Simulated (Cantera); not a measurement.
Feed: 1 mol TEOS, 0.72 mol N₂O, 93 mol N₂, equilibrated at 110 Pa.

These are equilibrium values from Cantera (NASA tables, ideal gas, pure condensed phases), not measurements of a reactor. Candidate condensed phases: C, C₆H₆, C₇H₈, C₈H₁₈, H₂O, Si, SiC, SiO₂, Si₂N₂O, Si₃N₄; 151 gas species. The feed counts by its element totals alone. The numbers say what is thermodynamically allowed, not how fast it happens. All values below are at 325 °C.

Base state: N₂ 0.894, H₂ 0.0867, CO₂ 0.00780, H₂O 0.00704, CO 0.00331, CH₄ 0.000825 (mole fractions); condensed: C(graphite) + SiO₂(α-quartz).

Problem. What changes in the equilibrium state with this change: N₂ from 93 to 34 mol?

Solution. 
```tsv
species	before	after
N₂	0.894	0.763
H₂	0.0867	0.190
H₂O	0.00704	0.0223
CO₂	0.00780	0.0163
CH₄	0.000825	0.00394
CO	0.00331	0.00479
C(graphite), mol	6.75	6.86
SiO₂(α-quartz), mol	1.00	1.00
```
